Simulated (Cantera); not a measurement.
Charge: 1 mol Si, 3.3 mol HCl, 1.7 mol H2, at 1023.15 K and 0.250 bar.

Equilibrium computed with Cantera from the NASA thermochemical tables; the gas is ideal and each condensed phase is pure. Candidate condensed phases: Si; 19 gas species. The tables' values for SiCl3 are old estimates; treat these amounts as uncertain. The numbers say what is thermodynamically allowed, not how fast it happens.

Problem. What is the equilibrium state?

Solution. 
| Property | Result |
|---|---|
| x(H2) | 0.771 |
| x(SiCl4) | 0.153 |
| x(SiHCl3) | 0.0495 |
| x(HCl) | 0.0203 |
| x(SiCl3) | 0.00262 |
| x(SiH2Cl2) | 0.00177 |
| x(SiCl2) | 0.000946 |
| x(SiH3Cl) | 1.63e-5 |
| n(Si(s)) | 0.136 mol |
| gas amount | 4.146 mol |
